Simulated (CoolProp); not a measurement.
Vapour-liquid equilibrium of R227EA (1) + isobutene (2) at -38.15 °C; x and y are mole fractions of (1).

Model: multi-fluid Helmholtz-energy mixture model, Lemmon 2016 and Lemmon 2005; pair parameters Bell 2016, in CoolProp.

```tsv
x	bubble pressure, mixture model (MPa)	bubble pressure, Raoult's law (MPa)	y, mixture model	y, Raoult's law
0.05	…	0.02533	…	0.070
0.2	…	0.02694	…	0.264
0.35	0.04218	0.02854	0.527	0.435
0.5	0.04309	0.03015	0.569	0.589
0.65	0.04321	0.03176	…	0.727
0.8	0.04198	0.03337	0.709	0.851
0.95	0.03788	0.03498	0.894	0.965
```

Problem. Complete the blanks.

Solution. 
- 0.05, bubble pressure, mixture model (MPa): 0.03085
- 0.05, y, mixture model: 0.230
- 0.2, bubble pressure, mixture model (MPa): 0.03953
- 0.2, y, mixture model: 0.458
- 0.65, y, mixture model: 0.619

The largest gap from Raoult's law is +47.8 % in bubble pressure, at x = 0.35. y crosses x between x = 0.5 and 0.65: the model has an azeotrope there.

The pair parameters rest on a limited set of measurements; away from them the model extrapolates.
